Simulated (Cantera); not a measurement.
A closed system holds: 1 mol Cu, 0.54 mol F2, a varied amount of N2, held at 2.50 Pa.

Method: chemical equilibrium by Gibbs-energy minimisation in Cantera with the NASA 1993 tables (ideal gas, pure condensed phases). Candidate condensed phases: Cu, CuF2; 11 gas species. Rates play no part.

Question: What condenses at these points (T in K, n(N2) in mol): (1150, 0.2); (850, 0.2); (1000, 0.83); (1150, 3.4); (1100, 3.4)?

Answer: 
| T (K) | n(N2) in mol | condensed phases | Cu condensed (%) |
|---|---|---|---|
| 1150 | 0.2 | gas only | 0.0 |
| 850 | 0.2 | Cu + CuF2 | 99.9 |
| 1000 | 0.83 | Cu | 20.5 |
| 1150 | 3.4 | gas only | 0.0 |
| 1100 | 3.4 | gas only | 0.0 |
